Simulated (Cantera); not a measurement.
A Cantera script and what it prints.

```python
import numpy as np
import cantera as ct

gas_names = [...]  # 45 gases of nasa_gas.yaml made of Al, Cl, H, N, O
cond_names = """
    AL(cr) AL(L) ALCL3(s) ALCL3(L) ALN(s) AL2O3(a) AL2O3(L) H2O(s) H2O(L) NH4CL(a) NH4CL(b)
""".split()


# ... load() reads the species with a 1 bar reference pressure and builds the phases ...
atoms = {
    'AlN': {'AL': 1, 'N': 1},
    'Cl2': {'CL': 2},
    'H2': {'H': 2},
    'O2': {'O': 2},
}
top_T = {'ALN(s)': 2750}  # K; cautious upper limits of use, not melting points


# ... equilibrate(T, P, feed) seeds the gas with the atoms and calls Mixture.equilibrate('TP', solver="vcs", rtol=1e-11, max_steps=5000) ...
results = []
feed = {'AlN': 1, 'Cl2': 43, 'H2': 1.7, 'O2': 18}  # mol
P = 380  # Pa
for T in [1173, 1223, 1273, 1323, 1373, 1423, 1473, 1523, 1573, 1623, 1673, 1723]:
    mix = equilibrate(T, P, feed)
    results.append((T, P, feed, dict(zip(mix.species_names, mix.species_moles))))

top = {s: max(r[3][s] / sum(r[3][g] for g in gas_names) for r in results) for s in gas_names}
cols = sorted((s for s in top if top[s] > 0.0001), key=lambda s: -top[s])[:7]
seen = [c for c in cond_names if any(r[3].get(c, 0) > 1e-12 for r in results)]
print("log10 of partial pressures in bar; condensed amounts in mol")
print(f"{'T/K':>10s}" + "".join(f"{s[:9]:>10s}" for s in cols + seen))
for T, P, feed, n in results:
    ng = sum(n[g] for g in gas_names)
    print(f"{T:10.4g}" + "".join(f"{np.log10(max(n[s] / ng * P / 1e5, 1e-99)):10.3f}" for s in cols)
          + "".join(f"{n.get(c, 0):10.4g}" for c in seen))
```

Result:

```
log10 of partial pressures in bar; condensed amounts in mol
       T/K        CL       CL2        O2       HCL        N2     ALCL3         O  AL2O3(a)
      1173    -3.763    -2.625    -2.989    -3.695    -4.527    -7.461    -9.349    0.4997
      1223    -3.545    -2.643    -2.996    -3.701    -4.534    -7.034    -8.891    0.4992
      1273    -3.348    -2.670    -3.005    -3.711    -4.544    -6.655    -8.471    0.4981
      1323    -3.173    -2.709    -3.019    -3.725    -4.558    -6.323    -8.085    0.4957
      1373    -3.021    -2.765    -3.037    -3.743    -4.577    -6.041    -7.729    0.4915
      1423    -2.891    -2.841    -3.059    -3.765    -4.600    -5.813    -7.400    0.4848
      1473    -2.785    -2.941    -3.084    -3.790    -4.626    -5.642    -7.096    0.4761
      1523    -2.701    -3.068    -3.110    -3.816    -4.653    -5.530    -6.813    0.4671
      1573    -2.640    -3.220    -3.134    -3.841    -4.678    -5.476    -6.548    0.4606
      1623    -2.597    -3.392    -3.154    -3.861    -4.699    -5.473    -6.298    0.4584
      1673    -2.569    -3.579    -3.169    -3.875    -4.716    -5.509    -6.061    0.4604
      1723    -2.551    -3.772    -3.180    -3.886    -4.728    -5.573    -5.835    0.4648
```

These are equilibrium values from Cantera (NASA tables, ideal gas, pure condensed phases), not measurements of a reactor.
